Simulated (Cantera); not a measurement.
Thermodynamics of carbothermic reduction, feed PbO + C + N2

A closed system holds: 1 mol PbO, a varied amount of C, 0.74 mol N2, at 1225 K and 3.90 bar.

Method: chemical equilibrium by Gibbs-energy minimisation in Cantera with the NASA 1993 tables (ideal gas, pure condensed phases). Candidate condensed phases: C, Pb, PbO, PbO2, Pb3O4; 27 gas species. Each liquid is taken as pure. Mutual solubility and eutectic melting of coexisting phases are not modelled. Gases not in the tables: (PbO)n polymers. Equilibrium is a limit: real reactors are often held back by kinetics, nucleation or transport.

| n(C) (mol) | log p N2 | log p CO | log p CO2 | log p Pb | log p PbO | log p NO | log p Pb2 | n Pb(l) | n PbO(l) | n C(graphite) |
|---|---|---|---|---|---|---|---|---|---|---|
| 0.33 | 0.43 | -3.22 | 0.08 | -3.03 | -3.95 | -7.23 | -7.35 | 0.660 | 0.340 | 0 |
| 0.41 | 0.40 | -3.15 | 0.14 | -3.03 | -3.95 | -7.25 | -7.35 | 0.820 | 0.180 | 0 |
| 0.49 | 0.37 | -3.11 | 0.19 | -3.03 | -3.95 | -7.26 | -7.35 | 0.979 | 0.0202 | 0 |
| 0.6 | 0.33 | -0.24 | 0.07 | -3.03 | -6.94 | -10.28 | -7.35 | 1.000 | 0 | 0 |
| 0.73 | 0.29 | 0.09 | -0.14 | -3.03 | -7.48 | -10.83 | -7.35 | 1.000 | 0 | 0 |
| 0.89 | 0.25 | 0.27 | -0.58 | -3.03 | -8.10 | <-11 | -7.35 | 1.000 | 0 | 0 |
| 1.1 | 0.23 | 0.33 | -1.21 | -3.03 | -8.78 | <-11 | -7.35 | 1.000 | 0 | 0.127 |
| 1.3 | 0.23 | 0.33 | -1.21 | -3.03 | -8.78 | <-11 | -7.35 | 1.000 | 0 | 0.327 |
| 1.6 | 0.23 | 0.33 | -1.21 | -3.03 | -8.78 | <-11 | -7.35 | 1.000 | 0 | 0.627 |
| 2 | 0.23 | 0.33 | -1.21 | -3.03 | -8.78 | <-11 | -7.35 | 1.000 | 0 | 1.03 |
| 2.4 | 0.23 | 0.33 | -1.21 | -3.03 | -8.78 | <-11 | -7.35 | 1.000 | 0 | 1.43 |
log p: log10 of the partial pressure in bar; n: condensed amount in mol.

From 0.33 mol C to 0.49 mol C the condensed part is Pb(l) + PbO(l). From 0.6 mol C to 0.89 mol C the condensed part is Pb(l). From 1.1 mol C to 2.4 mol C the condensed part is C(graphite) + Pb(l).
